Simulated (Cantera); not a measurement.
A closed system holds: 1 mol SiO2, a varied amount of NF3, equilibrated at 1200 °C and 23.0 Pa.

Method: chemical equilibrium by Gibbs-energy minimisation in Cantera with the NASA 1993 tables (ideal gas, pure condensed phases). Candidate condensed phases: Si, SiO2, Si2N2O, Si3N4; 28 gas species. The tables hold silica as quartz up to 1696 K and as liquid above; real silica turns to tridymite and cristobalite and melts near 1996 K. Rates play no part.

Task: Which condensed phases are stable at each of these points (n(NF3) (mol)): 0.65, 0.94, 1.4, 2, 2.9, 4.2, 6, 8.8, 13, 18?

Result: 
| n(NF3) (mol) | condensed phases | Si condensed (%) |
|---|---|---|
| 0.65 | SiO2(β-quartz) | 51.3 |
| 0.94 | SiO2(β-quartz) | 29.5 |
| 1.4 | gas only | 0.0 |
| 2 | gas only | 0.0 |
| 2.9 | gas only | 0.0 |
| 4.2 | gas only | 0.0 |
| 6 | gas only | 0.0 |
| 8.8 | gas only | 0.0 |
| 13 | gas only | 0.0 |
| 18 | gas only | 0.0 |

From 0.65 mol NF3 to 0.94 mol NF3 the condensed part is SiO2(β-quartz). From 1.4 mol NF3 to 18 mol NF3 nothing is condensed.
